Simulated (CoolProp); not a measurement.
Vapour-liquid equilibrium of propane (1) + dimethyl ether (2) at -83.95 °C; x and y are mole fractions of (1).

The numbers come from the multi-fluid Helmholtz-energy mixture model, Lemmon 2009 and Wu 2011; pair parameters Bell 2016 in CoolProp.

```json
[
 {"x": "0.05", "bubble pressure (MPa)": "___", "y at the bubble point": "___", "dew pressure at overall composition x (MPa)": "0.003076", "liquid density (mol/L)": "17.41"},
 {"x": "0.125", "bubble pressure (MPa)": "0.005420", "y at the bubble point": "0.517", "dew pressure at overall composition x (MPa)": "0.003309", "liquid density (mol/L)": "17.10"},
 {"x": "0.2", "bubble pressure (MPa)": "0.006389", "y at the bubble point": "0.615", "dew pressure at overall composition x (MPa)": "0.003580", "liquid density (mol/L)": "16.80"},
 {"x": "0.275", "bubble pressure (MPa)": "0.007109", "y at the bubble point": "0.674", "dew pressure at overall composition x (MPa)": "0.003897", "liquid density (mol/L)": "16.51"},
 {"x": "0.35", "bubble pressure (MPa)": "0.007656", "y at the bubble point": "0.715", "dew pressure at overall composition x (MPa)": "0.004274", "liquid density (mol/L)": "16.23"},
 {"x": "0.425", "bubble pressure (MPa)": "0.008087", "y at the bubble point": "0.746", "dew pressure at overall composition x (MPa)": "0.004727", "liquid density (mol/L)": "15.96"},
 {"x": "0.5", "bubble pressure (MPa)": "0.008441", "y at the bubble point": "0.772", "dew pressure at overall composition x (MPa)": "0.005279", "liquid density (mol/L)": "15.70"},
 {"x": "0.575", "bubble pressure (MPa)": "0.008745", "y at the bubble point": "0.796", "dew pressure at overall composition x (MPa)": "0.005960", "liquid density (mol/L)": "15.45"},
 {"x": "0.65", "bubble pressure (MPa)": "___", "y at the bubble point": "0.821", "dew pressure at overall composition x (MPa)": "0.006799", "liquid density (mol/L)": "15.21"},
 {"x": "0.725", "bubble pressure (MPa)": "0.009270", "y at the bubble point": "0.847", "dew pressure at overall composition x (MPa)": "0.007793", "liquid density (mol/L)": "14.98"},
 {"x": "0.8", "bubble pressure (MPa)": "0.009505", "y at the bubble point": "0.877", "dew pressure at overall composition x (MPa)": "0.008788", "liquid density (mol/L)": "14.76"},
 {"x": "0.875", "bubble pressure (MPa)": "0.009718", "y at the bubble point": "0.914", "dew pressure at overall composition x (MPa)": "0.009492", "liquid density (mol/L)": "14.55"},
 {"x": "0.95", "bubble pressure (MPa)": "0.009895", "y at the bubble point": "0.961", "dew pressure at overall composition x (MPa)": "0.009863", "liquid density (mol/L)": "14.35"}
]
```

Task: What belongs in the gaps?

Result: 
- 0.05, bubble pressure (MPa): 0.004093
- 0.05, y at the bubble point: 0.316
- 0.65, bubble pressure (MPa): 0.009018

No azeotrope shows between x = 0.05 and 0.95.

Pair parameters are fitted to limited data, so mixtures are less certain than the pure fluids.
